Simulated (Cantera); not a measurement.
An isothermal, constant-pressure homogeneous reactor starts with 9.09 % H₂, 90.9 % O₂, equivalence ratio 0.050, at 1048 K and 0.0220 bar.

Cantera simulation using the H2/O2 subset of GRI-Mech 3.0, which has no nitrogen chemistry; the numbers are that mechanism's predictions, not measurements. Radical loss at walls, strong at low pressure, is not modelled. The temperature is held fixed by assumption; the heat of reaction is taken as removed at once.

x: mole fraction; the columns are a selection and need not sum to one.

```
t (s)         x H₂   x O₂  x OH    x H₂O       x H
--------  --------  -----  ----  -------  --------
0.000500    0.0909  0.909     ?  3.56e-8   1.82e-8
0.00131     0.0908  0.909     ?  4.50e-5   2.15e-5
0.00346    0.00403  0.867     ?   0.0757    0.0209
0.00909   0.000952  0.893     ?   0.0908   0.00346
0.0239    0.000156  0.903     ?   0.0945  0.000213
0.0628     2.05e-5  0.904     ?   0.0951   1.06e-5
0.165      2.98e-6  0.905     ?   0.0952   6.85e-7
0.434      5.48e-7  0.905     ?   0.0952   6.48e-8
1.14       1.29e-7  0.905     ?   0.0952   8.48e-9
3.00       3.62e-8  0.905     ?   0.0952   1.38e-9
```

### Question
Complete the blanks.

### Answer

- 0.000500, x OH: 9.47e-9
- 0.00131, x OH: 1.12e-5
- 0.00346, x OH: 0.00378
- 0.00909, x OH: 0.00180
- 0.0239, x OH: 0.000672
- 0.0628, x OH: 0.000245
- 0.165, x OH: 9.88e-5
- 0.434, x OH: 4.52e-5
- 1.14, x OH: 2.29e-5
- 3.00, x OH: 1.25e-5
